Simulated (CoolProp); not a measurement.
Cyclopentane along the isobar 4970 kPa: density (kg/m³) from the reference equation and from simpler models built on Tc = 238.6 °C, pc = 4583 kPa, ω = 0.202; each cubic takes its own stable root.

Model: reference Helmholtz-energy equation of state, Gedanitz 2015, in CoolProp.

| T (°C) | phase | reference |
|---|---|---|
| 206.95 | liquid | 512.8 |
| 211.55 | liquid | 502.4 |
| 216.25 | liquid | 490.8 |
| 220.85 | liquid | 478.1 |
| 225.55 | liquid | 463.2 |
| 230.25 | liquid | 445.4 |
| 234.85 | liquid | 422.8 |
| 239.55 | supercritical | 387.1 |
| 244.25 | supercritical | 284.4 |
| 248.85 | supercritical | 195.0 |
| 253.55 | supercritical | 168.2 |
| 258.15 | supercritical | 153.4 |
| 262.85 | supercritical | 142.8 |
| 267.55 | supercritical | 134.8 |
| 272.15 | supercritical | 128.5 |
| 276.85 | supercritical | 123.1 |

Question: How far does each simpler model (van der Waals, Redlich-Kwong, Soave-Redlich-Kwong, Peng-Robinson) lie from the reference over these 16 states: mean and median of the absolute difference, and the worst?

Answer: 
- van der Waals: mean 18.0 %, median 21.3 %, worst -34.0 % at 206.95 °C and 4970 kPa
- Redlich-Kwong: mean 9.1 %, median 10.3 %, worst -18.8 % at 239.55 °C and 4970 kPa
- Soave-Redlich-Kwong: mean 10.2 %, median 11.9 %, worst -19.1 % at 239.55 °C and 4970 kPa
- Peng-Robinson: mean 3.6 %, median 1.9 %, worst -11.1 % at 239.55 °C and 4970 kPa
